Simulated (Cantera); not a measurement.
A Cantera script and its output.

```python
import numpy as np
import cantera as ct

gas = ct.Solution("h2o2.yaml")


def delay(T, t_max=10):
    gas.TPX = T, 710000, {'H2': 1, 'O2': 0.746, 'N2': 2.46, 'H2O': 0.1}
    reactor = ct.IdealGasConstPressureReactor(gas, clone=False)
    net = ct.ReactorNet([reactor])
    net.rtol, net.atol = 1e-8, 1e-16
    while net.time < t_max:
        t_old, T_old = net.time, reactor.T
        net.step()
        if reactor.T > T + 400:  # ignition: a rise of 400 K
            return t_old + (T + 400 - T_old) / (reactor.T - T_old) * (net.time - t_old)
    return np.nan


taus = []
for T in [950, 1050, 1150, 1250, 1350, 1450]:
    taus.append(delay(T))
    print(f"T0 = {T:6g} K   tau = {taus[-1]:.4e} s")

# d ln(tau) / d ln(k), from doubling and halving each rate constant
T, sens = 1350, []
for i in range(gas.n_reactions):
    gas.set_multiplier(2.0, i)
    up = delay(T)
    gas.set_multiplier(0.5, i)
    down = delay(T)
    gas.set_multiplier(1.0, i)
    sens.append((np.log(up / down) / np.log(4.0), gas.reaction(i).equation))
sens.sort(key=lambda x: -abs(x[0]))
print(f"sensitivities at {T} K")
for s, eq in sens[:10]:
    print(f"{s:8.3f}  {eq}")
```

It prints:

```
T0 =    950 K   tau = 4.2889e-02 s
T0 =   1050 K   tau = 3.7438e-03 s
T0 =   1150 K   tau = 3.0618e-04 s
T0 =   1250 K   tau = 1.1447e-05 s
T0 =   1350 K   tau = 4.1353e-06 s
T0 =   1450 K   tau = 2.4528e-06 s
sensitivities at 1350 K
  -1.156  H + O2 <=> O + OH
   0.222  H + O2 + N2 <=> HO2 + N2
  -0.208  H2 + O <=> H + OH
   0.146  H + O2 + M <=> HO2 + M
  -0.118  H2 + OH <=> H + H2O
   0.113  H + O2 + H2O <=> HO2 + H2O
  -0.059  H + HO2 <=> 2 OH
   0.051  H + O2 + O2 <=> HO2 + O2
  -0.038  H + HO2 <=> H2 + O2
  -0.006  H + H2O2 <=> H2 + HO2
```

Detailed kinetics in Cantera: the H2/O2 subset of GRI-Mech 3.0, which has no nitrogen chemistry. The hydrogen kinetics of GRI-Mech 3.0 are dated; newer H2 mechanisms differ, most at raised pressure.
